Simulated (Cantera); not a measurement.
Charge: 1 mol Pb, 0.48 mol O₂, 0.26 mol N₂, at 0.000140 bar.

Cantera equilibrium calculation (NASA polynomials, part measured and part estimated; ideal gas, pure solids and liquids). Candidate condensed phases: Pb, PbO, PbO₂, Pb₃O₄; 12 gas species. Equilibrium is a limit: real reactors are often held back by kinetics, nucleation or transport.

Question: At 950 K, list the 3 most abundant gas species with their mole fractions, and the condensed phases.

Answer: N₂ 0.964, Pb 0.0359, PbO 0.000377. Condensed: Pb(l) + PbO(yellow).
